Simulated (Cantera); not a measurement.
**Ignition delay**

Mixture: 1.93 % CH4, 0.137 % C2H6, 0.886 % C3H8, 20.4 % O2, 76.6 % N2, equivalence ratio 0.43, at 10.0 bar, adiabatic and at constant pressure. Ignition delay is the time to a rise of 400 K.

Cantera simulation using GRI-Mech 3.0 (53 species, 325 reactions); the numbers are that mechanism's predictions, not measurements. GRI-Mech 3.0 was tuned for natural gas; its chemistry of propane as a main component is partial and can be far from experiment.

```json
[
 {"T0 (K)": "1125", "delay (ms)": "3.94"},
 {"T0 (K)": "1175", "delay (ms)": "1.80"},
 {"T0 (K)": "1225", "delay (ms)": "0.841"},
 {"T0 (K)": "1275", "delay (ms)": "0.404"},
 {"T0 (K)": "1325", "delay (ms)": "0.202"},
 {"T0 (K)": "1375", "delay (ms)": "0.106"},
 {"T0 (K)": "1425", "delay (ms)": "0.0583"},
 {"T0 (K)": "1475", "delay (ms)": "0.0341"}
]
```

```yaml
apparent activation energy between 1375 and 1475 K: 190 kJ/mol
```
